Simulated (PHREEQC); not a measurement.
**Polishing slurry liquid (model solution)**

A solution holds 0.0015 mol/kgw HNO3, 8e-05 mol/kgw Fe(NO3)3 and 0.1 mol/kgw KH2PO4, at 25 °C. Closed to the air; pH follows from the charge balance.

Computed with PHREEQC (ion-association model, wateq4f.dat).

Each row changes one thing in this solution. This is a speciation only: nothing precipitates in the calculation.

```tsv
case	pH	ionic strength (mol/kgw)	H3PO4 (mol/kgw)	HPO4-2 (mol/kgw)	KHPO4- (mol/kgw)
as made	3.89	0.101	0.00145	9.86e-5	7.00e-6
HNO3 from 0.0015 to 0.00015 mol/kgw	4.40	0.101	0.000451	0.000322	2.28e-5
HNO3 left out	___	0.101	0.000378	0.000384	2.72e-5
Fe(NO3)3 left out	3.89	0.100	0.00145	9.88e-5	7.02e-6
temperature from 25 to 35 °C	3.92	0.101	0.00148	0.000115	8.04e-6
0.03 mol/kgw CO2 added	___	0.101	0.00155	9.18e-5	6.52e-6
HNO3 from 0.0015 to 0.015 mol/kgw	___	___	0.0134	8.30e-6	5.86e-7
0.09 mol/kgw H3PO4 added	___	0.109	0.0831	2.05e-6	1.42e-7
```

### Question
Fill in the missing entries.

### Answer

- HNO3 left out, pH: 4.47
- 0.03 mol/kgw CO2 added, pH: 3.86
- HNO3 from 0.0015 to 0.015 mol/kgw, pH: 2.87
- HNO3 from 0.0015 to 0.015 mol/kgw, ionic strength (mol/kgw): 0.102
- 0.09 mol/kgw H3PO4 added, pH: 2.16

Species that the database lacks are ignored. Some of these states are supersaturated (in Strengite, Hematite (slow to form), for instance). H3PO4, which wateq4f.dat lacks, is added to it with the constant of phreeqc.dat.
